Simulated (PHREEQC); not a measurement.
A PHREEQC speciation (ion-association model, phreeqc.dat) at 85 °C gives pH 2.02 and these molalities:

```csv
species,mol/kgw
Cl-,0.166
CuCl+,0.0450
Cu+2,0.0320
H+,0.0123
FeCl+2,0.00868
FeOH+2,0.00676
CuCl2,0.00299
Fe2(OH)2+4,0.00214
Fe+3,0.00133
Fe(OH)2+,0.000536
FeCl2+,0.000310
Fe3(OH)4+5,3.61e-5
CuCl3-,4.47e-6
FeCl3,2.31e-6
Fe(OH)3,4.31e-8
CuCl4-2,2.21e-8
Cu2(OH)2+2,2.06e-8
CuOH+,1.36e-8
```

What are the element totals, and what could have been dissolved in 1 kg of water to give them?

Several could match; the one computed here: totals Cl 0.226, Cu(2) 0.0800, Fe(3) 0.0220 mol/kgw, from 0.08 mol/kgw CuCl2, 5.2e-05 mol/kgw HCl and 0.022 mol/kgw FeCl3.

No solid was allowed to form. Examples of supersaturated solids here: Hematite (slow to form), Goethite (slow to form). Others may be too. Complexes and solids missing from the database can't appear. Constants without temperature data keep their 25 °C values here.
